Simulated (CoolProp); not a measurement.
A closed Brayton cycle with nitrogen: compressor inlet 327.15 K and 0.36 MPa, high pressure 1.22 MPa, turbine inlet 920 K, compressor efficiency 0.85, turbine efficiency 0.93, recuperator effectiveness 0 (on enthalpy, no pinch check). Each further row changes one setting.

Values from CoolProp's reference Helmholtz-energy equation of state, Span 2000.

```json
[
 {"case": "as stated", "thermal efficiency (%)": "20.7", "net work (kJ/kg)": "98.7", "compressor to turbine work": "0.63", "compressor exit (K)": "486.9", "turbine exit (K)": "683.7"},
 {"case": "turbine inlet 870 K", "thermal efficiency (%)": "20.0", "net work (kJ/kg)": "(withheld)", "compressor to turbine work": "(withheld)", "compressor exit (K)": "486.9", "turbine exit (K)": "644.7"},
 {"case": "compressor inlet 337.15 K", "thermal efficiency (%)": "20.3", "net work (kJ/kg)": "(withheld)", "compressor to turbine work": "(withheld)", "compressor exit (K)": "501.6", "turbine exit (K)": "683.7"},
 {"case": "high pressure 1.04 MPa", "thermal efficiency (%)": "(withheld)", "net work (kJ/kg)": "94.0", "compressor to turbine work": "(withheld)", "compressor exit (K)": "(withheld)", "turbine exit (K)": "711.0"},
 {"case": "recuperator effectiveness 0.5", "thermal efficiency (%)": "26.6", "net work (kJ/kg)": "98.7", "compressor to turbine work": "0.63", "compressor exit (K)": "486.9", "turbine exit (K)": "683.7"}
]
```

Task: Some entries are withheld; supply them.

Result: 
- turbine inlet 870 K, net work (kJ/kg): 83.9
- turbine inlet 870 K, compressor to turbine work: 0.67
- compressor inlet 337.15 K, net work (kJ/kg): 93.6
- compressor inlet 337.15 K, compressor to turbine work: 0.65
- high pressure 1.04 MPa, thermal efficiency (%): 18.7
- high pressure 1.04 MPa, compressor to turbine work: 0.60
- high pressure 1.04 MPa, compressor exit (K): 462.9
